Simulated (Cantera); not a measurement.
An isothermal, constant-pressure homogeneous reactor starts with H2 : O2 : N2 : H2O = 1.3 : 1 : 3.4 : 0.0086 (molar parts), equivalence ratio 0.65, at 973 K and 0.790 atm.

Detailed kinetics in Cantera: GRI-Mech 3.0 (53 species, 325 reactions). The temperature is held fixed by assumption; the heat of reaction is taken as removed at once.

One state of this run: x H2 = 5.14e-6; x O2 = 0.0692; x H2O = 0.259; x H = 5.82e-12; x NO = 2.14e-9; x HO2 = 1.02e-7. x: mole fraction; the columns are a selection and need not sum to one.

Problem. Which value of t (s) does it belong to?
A. 1.00e-6
B. 18.3
C. 1.09e-5
D. 0.0141

Solution. B, 18.3
